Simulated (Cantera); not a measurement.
A closed system holds: 1 mol SiC, 0.77 mol H₂O, 240 mol H₂, equilibrated at 1200 K and 6.20 Pa.

Equilibrium computed with Cantera from the NASA thermochemical tables; the gas is ideal and each condensed phase is pure. Candidate condensed phases: C, C₆H₆, C₇H₈, C₈H₁₈, H₂O, Si, SiC, SiO₂; 123 gas species. Kinetics and transport are ignored.

**Question.** What is the equilibrium state?

**Answer.** 
```json
{
  "x(H₂)": "0.997",
  "x(SiO)": "0.00159",
  "x(CO)": "0.00159",
  "x(H)": "2.50e-5",
  "n(SiC(s))": "0.615 mol",
  "gas_amount": "241.5 mol",
  "log10 activity of Si(s) (absent)": "-1.08",
  "log10 activity of C(graphite) (absent)": "-1.70"
}
```
